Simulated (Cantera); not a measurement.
A Cantera script and its output.

```python
import numpy as np
import cantera as ct

gas = ct.Solution("h2o2.yaml")
gas.TPX = 1023, 2200, {'H2': 0.46, 'O2': 1}
reactor = ct.IdealGasConstPressureReactor(gas, energy="off", clone=False)
net = ct.ReactorNet([reactor])
net.rtol, net.atol = 1e-08, 1e-18
show = ['H2', 'O2', 'H2O2', 'O', 'OH']
times = np.geomspace(0.0007, 10, 11)

steps = ct.SolutionArray(gas, extra=["t"])
rows = []
print(f"{'t/s':>10s}{'T/K':>9s}{'P/Pa':>11s}" + "".join(f"{s:>11s}" for s in show))
for t in times:
    while net.time < t:
        t_next = net.step()
        steps.append(gas.state, t=t_next)
    rows.append([np.interp(t, steps.t, y) for y in (steps.T, steps.P, *steps(*show).X.T)])
    print(f"{t:10.3e}{rows[-1][0]:9.1f}{rows[-1][1]:11.4g}" + "".join(f"{x:11.3e}" for x in rows[-1][2:]))
rate = np.gradient(steps.T, steps.t)
print("integrator steps:", len(steps.t))
if steps.T.max() > steps.T[0] + 200:
    print(f"time of steepest temperature rise: {steps.t[rate.argmax()]:.4e} s")
gas.TPX = 1023, 2200, {'H2': 0.46, 'O2': 1}
gas.equilibrate("TP")
print(f"equilibrium (TP): T = {gas.T:.1f} K  " + "  ".join(f"{s} {gas[s].X[0]:.3e}" for s in show))
```

Output:

```
       t/s      T/K       P/Pa         H2         O2       H2O2          O         OH
 7.000e-04   1023.0       2200  3.151e-01  6.849e-01  2.316e-11  3.345e-07  1.336e-07
 1.822e-03   1023.0       2200  1.595e-01  6.167e-01  7.234e-07  2.269e-02  7.199e-03
 4.743e-03   1023.0       2200  8.235e-03  6.118e-01  1.454e-06  1.255e-02  4.239e-03
 1.235e-02   1023.0       2200  7.675e-04  6.250e-01  1.308e-06  9.237e-04  8.893e-04
 3.214e-02   1023.0       2200  8.871e-05  6.258e-01  6.410e-07  9.664e-05  2.791e-04
 8.367e-02   1023.0       2200  1.178e-05  6.260e-01  2.639e-07  1.587e-05  1.155e-04
 2.178e-01   1023.0       2200  1.835e-06  6.260e-01  1.065e-07  3.556e-06  5.501e-05
 5.669e-01   1023.0       2200  3.917e-07  6.260e-01  4.378e-08  9.916e-07  2.899e-05
 1.476e+00   1023.0       2200  1.097e-07  6.260e-01  1.822e-08  3.162e-07  1.633e-05
 3.842e+00   1023.0       2200  3.531e-08  6.260e-01  7.529e-09  1.086e-07  9.552e-06
 1.000e+01   1023.0       2200  1.222e-08  6.260e-01  3.063e-09  3.899e-08  5.715e-06
integrator steps: 1945
equilibrium (TP): T = 1023.0 K  H2 5.481e-10  O2 6.260e-01  H2O2 1.648e-10  O 1.672e-09  OH 1.181e-06
```

Cantera simulation using the H2/O2 subset of GRI-Mech 3.0, which has no nitrogen chemistry; the numbers are that mechanism's predictions, not measurements. Radical loss at walls, strong at low pressure, is not modelled. The temperature is held fixed by assumption; the heat of reaction is taken as removed at once.
